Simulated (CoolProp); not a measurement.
Vapour-liquid equilibrium of n-hexane (1) + hexamethyldisiloxane (MM) (2) at 0.669 kPa; x and y are mole fractions of (1).

The numbers come from the multi-fluid Helmholtz-energy mixture model, Thol 2019 and Thol 2016; pair parameters Bell 2016 in CoolProp.

```tsv
x	bubble temperature, mixture model (°C)	bubble temperature, Raoult's law (°C)	y, mixture model	y, Raoult's law
0.05	-13.0	-13.3	0.193	0.212
0.15	-16.8	-17.7	0.448	0.486
0.25	-19.8	-21.1	0.611	0.651
0.35	-22.4	-23.9	0.726	0.757
0.45	-24.8	-26.3	0.811	0.830
0.55	-27.1	-28.3	0.874	0.882
0.65	-29.2	-30.1	0.921	0.921
0.75	-31.1	-31.6	0.955	0.950
0.85	-32.8	-33.0	0.979	0.974
0.95	-34.3	-34.3	0.994	0.992
```

The largest gap from Raoult's law is +1.5 K in bubble temperature, at x = 0.35. No azeotrope shows between x = 0.05 and 0.95.

The pair parameters rest on a limited set of measurements; away from them the model extrapolates.
